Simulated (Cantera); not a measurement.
**Equilibrium for chemical vapour transport: Fe + Cl₂ + N₂**

Input: 1 mol Fe, 0.02 mol Cl₂, 0.42 mol N₂, equilibrated at 998 K.

These are equilibrium values from Cantera (NASA tables, ideal gas, pure condensed phases), not measurements of a reactor. Candidate condensed phases: Fe, FeCl₂, FeCl₃; 10 gas species. Kinetics and transport are ignored.

From 10.0 mbar to 0.460 bar the condensed part is Fe(α). From 1.00 bar to 10.0 bar the condensed part is Fe(α) + FeCl₂(l). The main Fe-bearing gas is FeCl₂ throughout.

```
P (Pa)   log p N₂  log p FeCl₂  log p Fe₂Cl₄  log p FeCl₃  log p Cl  n Fe(α)  n FeCl₂(l)
-------  --------  -----------  ------------  -----------  --------  -------  ----------
1000        -2.02        -3.35         -5.62        -7.45     -9.99    0.980           0
2200        -1.68        -3.01         -4.95        -6.95     -9.82    0.980           0
4600        -1.36        -2.70         -4.33        -6.48     -9.67    0.980           0
10000       -1.02        -2.38         -3.69        -6.01     -9.51    0.980           0
22000       -0.68        -2.08         -3.08        -5.55     -9.36    0.980           0
46000       -0.35        -1.81         -2.55        -5.15     -9.22    0.980           0
100000      -0.01        -1.71         -2.35        -5.00     -9.17    0.980     0.00772
220000       0.34        -1.71         -2.35        -5.00     -9.17    0.980      0.0145
460000       0.66        -1.71         -2.35        -5.00     -9.17    0.980      0.0174
1000000      1.00        -1.71         -2.35        -5.00     -9.17    0.980      0.0188
```
log p: log10 of the partial pressure in bar; n: condensed amount in mol.
